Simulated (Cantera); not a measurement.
An isothermal, constant-pressure homogeneous reactor starts with 38.5 % NH3, 61.5 % N2, at 2275 K and 0.0263 atm.

Computed with Cantera and the gas-phase N/H chemistry of the illustrative SiF4/NH3 mechanism in the Surface Chemkin manual (1991). Walls and surfaces, which speed up NH3 decomposition in real reactors, are not modelled.

One state of this run: x NH3 = 0.350; x N2H4 = 1.52e-8; x H2 = 0.0347; x N2 = 0.612; x NH = 6.06e-5; x N2H2 = 1.02e-5; x NH2 = 0.00294. x: mole fraction; the columns are a selection and need not sum to one.

Q: Which value of t (s) does it belong to?
A) 0.0188
B) 3.65
C) 0.000800
D) 0.00658

A: D, 0.00658
